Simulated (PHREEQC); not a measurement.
1.5 g of hydrous ferric oxide (600 m²/g; 0.2 weak and 0.005 strong sites per Fe, Dzombak-Morel constants, diffuse double layer) in 1 kg of water with 0.1 mol/kgw of an inert sodium salt and 0.00018 mol/kgw NaF, at 25 °C; the pH is set by adding NaOH or the inert anion's acid. Oxygen is held at 0.21 atm. No CO2 enters from the air. No solid was allowed to form.

Computed with PHREEQC (ion-association model, wateq4f.dat).

```tsv
pH	F sorbed (%)	surface charge σ (C/m²)	surface potential ψ (mV)
4	94.0	0.306	144
4.5	92.9	0.260	136
5.5	84.0	(withheld)	108
6	73.6	0.106	(withheld)
7	37.8	(withheld)	51
7.5	20.3	0.022	29
8.5	3.7	-0.014	-19
9	1.5	-0.034	-43
10	0.2	-0.094	-85
10.5	0.1	(withheld)	-103
11.5	0.0	-0.250	-133
12	0.0	-0.307	-141
```

Task: What belongs in the gaps?

Result: 
- 5.5, surface charge σ (C/m²): 0.151
- 6, surface potential ψ (mV): 91
- 7, surface charge σ (C/m²): 0.043
- 10.5, surface charge σ (C/m²): -0.137

Species that the database lacks are ignored.
